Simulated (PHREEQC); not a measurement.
Brine: an equilibrium model

A solution holds 0.85 mol KCl and 0.0017 mol H4SiO4 per kg of water, at 70 °C. Closed to the air; pH follows from the charge balance.

Computed with PHREEQC (Pitzer model, pitzer.dat).

Precipitation was switched off in this run.

Question: Estimate the pH, osmotic coefficient.

Answer: pH 5.91; osmotic coefficient 0.903.

Complexes and solids missing from the database can't appear. At this temperature some constants are extrapolated from 25 °C, and those without enthalpy data are left unchanged.
